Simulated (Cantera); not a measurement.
Cantera run, input and output.

```python
import numpy as np
import cantera as ct

gas = ct.Solution("gri30.yaml")
gas.TPX = 1800, 21000, {'NO': 1, 'N2': 18}
reactor = ct.IdealGasConstPressureReactor(gas, energy="off", clone=False)
net = ct.ReactorNet([reactor])
net.rtol, net.atol = 1e-08, 1e-18
show = ['NO', 'O2', 'NO2', 'N2O', 'N2', 'O']
times = np.geomspace(3e-06, 200, 9)

steps = ct.SolutionArray(gas, extra=["t"])
rows = []
print(f"{'t/s':>10s}{'T/K':>9s}{'P/Pa':>11s}" + "".join(f"{s:>11s}" for s in show))
for t in times:
    while net.time < t:
        t_next = net.step()
        steps.append(gas.state, t=t_next)
    rows.append([np.interp(t, steps.t, y) for y in (steps.T, steps.P, *steps(*show).X.T)])
    print(f"{t:10.3e}{rows[-1][0]:9.1f}{rows[-1][1]:11.4g}" + "".join(f"{x:11.3e}" for x in rows[-1][2:]))
rate = np.gradient(steps.T, steps.t)
print("integrator steps:", len(steps.t))
if steps.T.max() > steps.T[0] + 200:
    print(f"time of steepest temperature rise: {steps.t[rate.argmax()]:.4e} s")
gas.TPX = 1800, 21000, {'NO': 1, 'N2': 18}
gas.equilibrate("TP")
print(f"equilibrium (TP): T = {gas.T:.1f} K  " + "  ".join(f"{s} {gas[s].X[0]:.3e}" for s in show))
```

It prints:

```
       t/s      T/K       P/Pa         NO         O2        NO2        N2O         N2          O
 3.000e-06   1800.0    2.1e+04  5.263e-02  3.489e-15  1.720e-13  4.038e-10  9.474e-01  4.037e-10
 2.852e-05   1800.0    2.1e+04  5.263e-02  3.153e-13  1.546e-11  3.832e-09  9.474e-01  3.830e-09
 2.711e-04   1800.0    2.1e+04  5.263e-02  2.798e-11  1.310e-09  3.592e-08  9.474e-01  3.576e-08
 2.577e-03   1800.0    2.1e+04  5.263e-02  2.489e-09  7.557e-08  2.993e-07  9.474e-01  3.187e-07
 2.449e-02   1800.0    2.1e+04  5.262e-02  4.848e-07  1.545e-06  1.080e-06  9.474e-01  3.471e-06
 2.328e-01   1800.0    2.1e+04  5.255e-02  3.362e-05  3.309e-06  1.138e-06  9.474e-01  7.188e-06
 2.213e+00   1800.0    2.1e+04  5.185e-02  3.835e-04  4.029e-06  1.108e-06  9.478e-01  8.754e-06
 2.104e+01   1800.0    2.1e+04  4.487e-02  3.861e-03  7.374e-06  8.321e-07  9.512e-01  1.793e-05
 2.000e+02   1800.0    2.1e+04  9.751e-03  2.142e-02  3.579e-06  7.978e-08  9.688e-01  3.924e-05
integrator steps: 631
equilibrium (TP): T = 1800.0 K  NO 1.616e-03  O2 2.549e-02  NO2 6.458e-07  N2O 4.728e-08  N2 9.729e-01  O 4.265e-05
```

Computed with Cantera and GRI-Mech 3.0 (53 species, 325 reactions).
